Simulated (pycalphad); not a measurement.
# Phase fractions of Hf-0.04469C (wt.%)

All values are pycalphad results on the COST 507 light-alloy database (1999) (1 atm), not direct measurements. The database dates from 1999; later assessments differ in places, in temperatures and in the compounds included. Phase fractions are per mole of atoms.

```csv
T (K),LIQUID,BCC_A2,HCP_A3
2500,1.000,-,-
2400,-,0.864,0.136
2300,-,?,?
2200,-,0.643,0.357
2100,-,?,?
2000,-,-,1.000
```

Q: Some entries are withheld; supply them.

A: 
- 2300, BCC_A2: 0.771
- 2300, HCP_A3: 0.229
- 2100, BCC_A2: 0.332
- 2100, HCP_A3: 0.668

BCC_A2 is bcc; HCP_A3 is hcp.
